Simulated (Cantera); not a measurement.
An isothermal, constant-pressure homogeneous reactor starts with NH3 : N2 = 1 : 0.74 (molar parts), at 1598 K and 1.01 bar.

Cantera simulation using the gas-phase N/H chemistry of the illustrative SiF4/NH3 mechanism in the Surface Chemkin manual (1991); the numbers are that mechanism's predictions, not measurements. Walls and surfaces, which speed up NH3 decomposition in real reactors, are not modelled.

Question: Predict: x(NH3) at 1.00 s; x(H2) at 1.00 s; x(N2H2) at 1.00 s; x(N2) at 1.00 s; x(N2H4) at 1.00 s; x(N) at 1.00 s.

Answer: 
| Quantity | Result |
|---|---|
| x(NH3) at 1.00 s | 0.487 (gas-phase equilibrium 1.28e-5) |
| x(H2) at 1.00 s | 0.0831 (gas-phase equilibrium 0.547) |
| x(N2H2) at 1.00 s | 2.79e-7 (gas-phase equilibrium <1e-12) |
| x(N2) at 1.00 s | 0.429 (gas-phase equilibrium 0.453) |
| x(N2H4) at 1.00 s | 1.31e-7 (gas-phase equilibrium <1e-12) |
| x(N) at 1.00 s | 5.79e-9 (gas-phase equilibrium <1e-12) |
